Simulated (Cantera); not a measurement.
Feed: 1 mol B2H6, 1.4 mol N2, held at 1300 K and 0.380 bar.

Method: chemical equilibrium by Gibbs-energy minimisation in Cantera with the NASA 1993 tables (ideal gas, pure condensed phases). Candidate condensed phases: B, BN; 15 gas species. The feed counts by its element totals alone. N2 is the only nitrogen source here; it is nearly inert below about 1500 K, so the nitride shown seldom forms there in practice. The numbers say what is thermodynamically allowed, not how fast it happens.

Problem. What is the equilibrium state?

Solution. 
```
Item                                Result
-------------------------------  ---------
x(H2)                                0.882
x(N2)                                0.118
x(NH3)                             1.34e-5
x(H)                               1.69e-6
n(BN(s))                          2.00 mol
gas amount                       3.400 mol
log10 activity of B(s) (absent)      -4.80
```
